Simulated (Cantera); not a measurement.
Input: 1 mol Si(CH3)4, 0.041 mol HCl, 3.5 mol H2, equilibrated at 250 Pa.

Equilibrium computed with Cantera from the NASA thermochemical tables; the gas is ideal and each condensed phase is pure. Candidate condensed phases: C, C6H6, C7H8, C8H18, Si, SiC; 109 gas species. The tables' values for SiCl are old estimates; treat these amounts as uncertain. Gases not in the tables: Si2H6 and higher silanes. Rates play no part.

x: gas mole fraction; n: condensed amount in mol.

```
T (K)   x H2       x H      x Si    x SiC2  n C(graphite)  n SiC(s)
-----  -----  --------  --------  --------  -------------  --------
1300   0.996   2.21e-5  5.13e-11    <1e-12           3.00     1.000
1400   0.996         ?         ?         ?           3.00     1.000
1500   0.995  0.000351   3.07e-8  5.36e-11           3.00     1.000
1600   0.995   0.00108   4.10e-7   1.59e-9           3.00     1.000
1700   0.993   0.00294   4.03e-6   3.16e-8           3.00     1.000
1800   0.988   0.00712   3.06e-5   4.46e-7           3.00     1.000
1900   0.979    0.0157  0.000187   4.74e-6           2.99     0.998
2000   0.962    0.0319  0.000955   3.95e-5           3.00     0.989
2100   0.930    0.0601   0.00416  0.000268           3.01     0.951
2200   0.870         ?         ?         ?           3.11         ?
2300   0.758     0.169    0.0535   0.00739           3.51     0.204
```

Q: What belongs in the gaps?

A: 
- 1400, x H: 9.71e-5
- 1400, x Si: 1.58e-9
- 1400, x SiC2: 1.10e-12
- 2200, x H: 0.105
- 2200, x Si: 0.0158
- 2200, x SiC2: 0.00152
- 2200, n SiC(s): 0.798
